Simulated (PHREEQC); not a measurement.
A solution holds 0.22 mol NaH2PO4, 0.00019 mol H2SO4 and 0.0016 mol H4SiO4 per kg of water, at 25 °C. Closed to the air; pH follows from the charge balance.

All values are PHREEQC results (ion-association model, wateq4f.dat), not measurements.

Each row changes one thing in this solution. No solid was allowed to form.

```tsv
case	pH	ionic strength (mol/kgw)	HPO4-2 (mol/kgw)	SO4-2 (mol/kgw)	NaHPO4- (mol/kgw)	NaSO4- (mol/kgw)	SI of SiO2(a) (SiO2)
as made	4.31	0.221	0.000707	0.000145	8.71e-5	4.49e-5	-0.06
0.0025 mol/kgw NH4HS added	4.80	0.225	0.00220	0.000144	0.000269	4.44e-5	-0.06
H2SO4 from 0.00019 to 0.00038 mol/kgw	4.23	0.221	0.000586	0.000290	7.21e-5	8.98e-5	-0.06
diluted 100-fold with water	4.91	0.00223	1.29e-5	1.88e-6	4.48e-8	1.69e-8	-2.08
NaH2PO4 from 0.22 to 0.11 mol/kgw	4.29	0.111	0.000285	0.000158	2.21e-5	3.13e-5	-0.07
H2SO4 from 0.00019 to 1.9e-05 mol/kgw	4.38	0.221	0.000843	1.45e-5	0.000104	4.49e-6	-0.06
0.4 mol/kgw TMAH added	11.86	1.16	0.0510	0.000162	0.00386	2.83e-5	-2.40
```

The ionic strength passes 0.7 mol/kgw, the rough limit of the ion-association models, in 0.4 mol/kgw TMAH added. Some of these states are supersaturated (in Quartz (slow to form), Chalcedony (slow to form), for instance). H3PO4, which wateq4f.dat lacks, is added to it with the constant of phreeqc.dat. The polysulfide entries of wateq4f.dat were taken out for this run.
